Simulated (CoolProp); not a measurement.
A closed Brayton cycle with carbon dioxide: compressor inlet 333.15 K and 9.7 MPa, high pressure 18.4 MPa, turbine inlet 635 K, compressor efficiency 0.89, turbine efficiency 0.93, recuperator effectiveness 0 (on enthalpy, no pinch check). Each further row changes one setting.

Computed with CoolProp (reference Helmholtz-energy equation of state, Span 1996).

```json
[
 {"case": "as stated", "thermal efficiency (%)": "10.6", "net work (kJ/kg)": "36.7", "compressor to turbine work": "0.44", "compressor exit (K)": "383.8", "turbine exit (K)": "565.7"},
 {"case": "turbine inlet 585 K", "thermal efficiency (%)": "10.5", "net work (kJ/kg)": "30.0", "compressor to turbine work": "0.49", "compressor exit (K)": "383.8", "turbine exit (K)": "518.5"},
 {"case": "compressor inlet 343.15 K", "thermal efficiency (%)": "10.3", "net work (kJ/kg)": "32.6", "compressor to turbine work": "0.50", "compressor exit (K)": "398.2", "turbine exit (K)": "565.7"},
 {"case": "high pressure 15.6 MPa", "thermal efficiency (%)": "8.1", "net work (kJ/kg)": "29.0", "compressor to turbine work": "0.42", "compressor exit (K)": "370.6", "turbine exit (K)": "583.4"},
 {"case": "recuperator effectiveness 0.5", "thermal efficiency (%)": "15.5", "net work (kJ/kg)": "36.7", "compressor to turbine work": "0.44", "compressor exit (K)": "383.8", "turbine exit (K)": "565.7"}
]
```
